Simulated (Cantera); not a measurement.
Feed: 1 mol Pb, 3.4 mol CO, a varied amount of H₂, held at 775 K and 20.0 bar.

Cantera equilibrium calculation (NASA polynomials, part measured and part estimated; ideal gas, pure solids and liquids). Candidate condensed phases: C, C₆H₆, C₇H₈, C₈H₁₈, H₂O, Pb, PbO, PbO₂, Pb₃O₄; 113 gas species. Rates play no part.

Problem. Which condensed phases are stable at each of these points (n(H₂) (mol)): 1.6, 1.9, 2.4, 2.9, 3.5, 4.3, 5.2, 6.4, 7.8, 9.5, 12?

Solution. 
| n(H₂) (mol) | condensed phases | Pb condensed (%) |
|---|---|---|
| 1.6 | C(graphite) + Pb(l) | 100.0 |
| 1.9 | C(graphite) + Pb(l) | 100.0 |
| 2.4 | C(graphite) + Pb(l) | 100.0 |
| 2.9 | C(graphite) + Pb(l) | 100.0 |
| 3.5 | C(graphite) + Pb(l) | 100.0 |
| 4.3 | C(graphite) + Pb(l) | 100.0 |
| 5.2 | C(graphite) + Pb(l) | 100.0 |
| 6.4 | C(graphite) + Pb(l) | 100.0 |
| 7.8 | C(graphite) + Pb(l) | 100.0 |
| 9.5 | Pb(l) | 100.0 |
| 12 | Pb(l) | 100.0 |

From 1.6 mol H₂ to 7.8 mol H₂ the condensed part is C(graphite) + Pb(l). From 9.5 mol H₂ to 12 mol H₂ the condensed part is Pb(l).
